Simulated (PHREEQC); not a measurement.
A solution holds 0.063 mol H2SO4, 4.2e-05 mol ZnSO4 and 0.24 mol MnSO4 per kg of water, at 10 °C. Closed to the air; pH follows from the charge balance.

Model: ion-association model, phreeqc.dat, run in PHREEQC.

```
Item                          Value
--------------------  -------------
pH                             1.46
ionic strength        0.596 mol/kgw
activity of water             0.992
specific conductance    20900 µS/cm
density                 1.036 g/cm³
total alkalinity        -126 meq/kg
```

```csv
species,molality,activity,log γ
Mn+2,0.142,0.0347,-0.612
SO4-2,0.124,0.0245,-0.704
MnSO4,0.0978,0.112,0.060
HSO4-,0.0810,0.0603,-0.128
H+,0.0450,0.0343,-0.118
Zn+2,1.55e-5,3.24e-6,-0.681
ZnSO4,1.44e-5,1.65e-5,0.060
Zn(SO4)2-2,1.21e-5,3.72e-6,-0.512
```

This is a speciation only: nothing precipitates in the calculation. At this temperature some constants are extrapolated from 25 °C, and those without enthalpy data are left unchanged.
